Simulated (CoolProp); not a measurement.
Vapour-liquid equilibrium of acetone (1) + methanol (2) at 316.6 K; x and y are mole fractions of (1).

The numbers come from the multi-fluid Helmholtz-energy mixture model, Lemmon 2006 and de Reuck 1993; pair parameters Bell 2016 in CoolProp.

```csv
x,bubble pressure (MPa),y at the bubble point,dew pressure at overall composition x (MPa),liquid density (mol/L)
0.05,0.04542,0.125,0.04309,23.11
0.15,0.05123,0.292,0.04625,21.50
0.25,0.05539,0.403,0.04971,20.07
0.35,0.05848,0.488,0.05341,18.80
0.45,0.06084,0.561,0.05712,17.66
0.55,0.06266,0.630,0.06050,16.65
0.65,0.06401,0.698,0.06311,15.73
0.75,0.06489,0.771,0.06470,14.90
0.85,0.06525,0.851,0.06525,14.15
0.95,0.06495,0.945,0.06492,13.47
```

y crosses x between x = 0.85 and 0.95: the model has an azeotrope there.

The pair parameters rest on a limited set of measurements; away from them the model extrapolates.
